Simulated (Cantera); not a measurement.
A perfectly stirred reactor is fed with H2 : O2 : N2 = 0.0088 : 1 : 3.7 (molar parts), equivalence ratio 0.0044, at 0.0132 atm; it is held at 1375 K, and followed from long to short residence time.

Computed with Cantera and GRI-Mech 3.0 (53 species, 325 reactions). Radical loss at walls, strong at low pressure, is not modelled.

Q: What does this change do: temperature 1375 to 1150 K?

A: 
| quantity | before | after |
|---|---|---|
| x(H2) at τ = 3.50 s | 6.31e-6 | 1.37e-5 |
| x(O2) at τ = 3.50 s | 0.211 | 0.211 |
| x(NO) at τ = 3.50 s | 1.60e-7 | 1.12e-8 |
| x(NO2) at τ = 3.50 s | 1.62e-11 | 2.29e-12 |
| x(H) at τ = 3.50 s | 1.53e-5 | 1.18e-5 |
| x(H2) at τ = 0.100 s | 6.62e-5 | 0.000146 |
| x(O2) at τ = 0.100 s | 0.211 | 0.211 |
| x(NO) at τ = 0.100 s | 7.23e-9 | 2.14e-9 |
| x(NO2) at τ = 0.100 s | <1e-12 | <1e-12 |
| x(H) at τ = 0.100 s | 5.42e-5 | 9.57e-5 |

Q: What does this change do: 0.02 parts H2O added?

A: 
```
quantity                 before     after
---------------------  --------  --------
x(H2) at τ = 3.50 s     6.31e-6   1.04e-5
x(O2) at τ = 3.50 s       0.211     0.210
x(NO) at τ = 3.50 s     1.60e-7   1.08e-7
x(NO2) at τ = 3.50 s   1.62e-11  1.14e-11
x(H) at τ = 3.50 s      1.53e-5   1.66e-5
x(H2) at τ = 0.100 s    6.62e-5   7.16e-5
x(O2) at τ = 0.100 s      0.211     0.210
x(NO) at τ = 0.100 s    7.23e-9   6.87e-9
x(NO2) at τ = 0.100 s    <1e-12    <1e-12
x(H) at τ = 0.100 s     5.42e-5   7.18e-5
```

Q: What does this change do: temperature 1375 to 1125 K?

A: 
```
quantity                 before     after
---------------------  --------  --------
x(H2) at τ = 3.50 s     6.31e-6   1.58e-5
x(O2) at τ = 3.50 s       0.211     0.211
x(NO) at τ = 3.50 s     1.60e-7   8.07e-9
x(NO2) at τ = 3.50 s   1.62e-11  1.84e-12
x(H) at τ = 3.50 s      1.53e-5   1.13e-5
x(H2) at τ = 0.100 s    6.62e-5  0.000164
x(O2) at τ = 0.100 s      0.211     0.211
x(NO) at τ = 0.100 s    7.23e-9   2.00e-9
x(NO2) at τ = 0.100 s    <1e-12    <1e-12
x(H) at τ = 0.100 s     5.42e-5  0.000101
```
